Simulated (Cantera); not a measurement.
Input: 1 mol TEOS, 4.6 mol H2O, 2.1 mol N2, 4.3 mol CO2, at 3.70 mbar.

Cantera equilibrium calculation (NASA polynomials, part measured and part estimated; ideal gas, pure solids and liquids). Candidate condensed phases: C, C6H6, C7H8, C8H18, H2O, Si, SiC, SiO2, Si2N2O, Si3N4; 151 gas species. The feed counts by its element totals alone. The tables hold silica as quartz up to 1696 K and as liquid above; real silica turns to tridymite and cristobalite and melts near 1996 K. The numbers say what is thermodynamically allowed, not how fast it happens.

x: gas mole fraction; n: condensed amount in mol.

```csv
T (K),x H2,x CO,x CO2,x H2O,x N2,x CH4,n C(graphite),n SiO2(α-quartz),n SiO2(β-quartz)
698,0.490,0.113,0.209,0.0940,0.0863,___,4.27,1.00,0
773,0.483,0.321,0.0932,0.0273,0.0739,___,0.473,1.00,0
848,0.473,0.354,0.0699,0.0302,0.0724,___,0,0,1.00
923,0.465,0.363,0.0614,0.0386,0.0724,___,0,0,1.00
998,0.457,0.370,0.0539,0.0461,0.0724,___,0,0,1.00
1073,0.451,0.377,0.0475,0.0525,0.0724,___,0,0,1.00
1148,0.446,0.382,0.0421,0.0579,0.0724,___,0,0,1.00
1223,0.441,0.387,0.0375,0.0625,0.0724,___,0,0,1.00
1298,0.437,0.390,0.0337,0.0663,0.0724,___,0,0,1.00
```

Q: Fill in the missing entries.

A: 
- 698, x CH4: 0.00788
- 773, x CH4: 0.00183
- 848, x CH4: 8.04e-5
- 923, x CH4: 4.65e-6
- 998, x CH4: 4.20e-7
- 1073, x CH4: 5.38e-8
- 1148, x CH4: 9.13e-9
- 1223, x CH4: 1.94e-9
- 1298, x CH4: 4.99e-10
